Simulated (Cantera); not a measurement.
Cantera run:

```python
import numpy as np
import cantera as ct

gas_names = """
    F F2 H HF H2 H2F2 H3F3 H4F4 H5F5 H6F6 H7F7 N NF NF2 NF3 NH NH2 NH3 N2 N2H2 N2H4 Si SiF SiF2 SiF3
    SiF4 SiH SiHF3 SiH2 SiH2F2 SiH3 SiH3F SiH4 SiN Si2 Si2N Si3
""".split()
cond_names = """
    Si(cr) Si(L) Si3N4(a)
""".split()


# ... load() reads the species with a 1 bar reference pressure and builds the phases ...
atoms = {
    'Si3N4': {'Si': 3, 'N': 4},
    'F2': {'F': 2},
    'H2': {'H': 2},
}
top_T = {'Si3N4(a)': 2400}  # K; cautious upper limits of use, not melting points


# ... equilibrate(T, P, feed) seeds the gas with the atoms and calls Mixture.equilibrate('TP', solver="vcs", rtol=1e-11, max_steps=5000) ...
results = []
feed = {'Si3N4': 1, 'F2': 2.6, 'H2': 12}  # mol
T = 1198  # K
P = 13332.2  # Pa
mix = equilibrate(T, P, feed)
results.append((T, P, feed, dict(zip(mix.species_names, mix.species_moles))))
x = sorted(zip(gas.X, gas.species_names), reverse=True)
print(f"T = {T:g} K  P = {P:g} Pa  gas = {mix.phase_moles(0):.4g} mol")
print("   x: " + "  ".join(f"{s} {v:.3e}" for v, s in x if v > 0.0001))
print("   condensed (mol): " + ("  ".join(f"{mix.phase(i).name} {mix.phase_moles(i):.4g}"
      for i in range(1, mix.n_phases) if mix.phase_moles(i) > 1e-12) or "none"))
```

It prints:

```
T = 1198 K  P = 13332.2 Pa  gas = 14.17 mol
   x: H2 8.453e-01  SiF4 9.012e-02  N2 6.111e-02  HF 1.898e-03  SiHF3 1.290e-03  SiF3 2.437e-04
   condensed (mol): Si3N4(a) 0.5671
```

Cantera equilibrium calculation (NASA polynomials, part measured and part estimated; ideal gas, pure solids and liquids). The tables' values for SiF3 are old estimates; treat these amounts as uncertain.
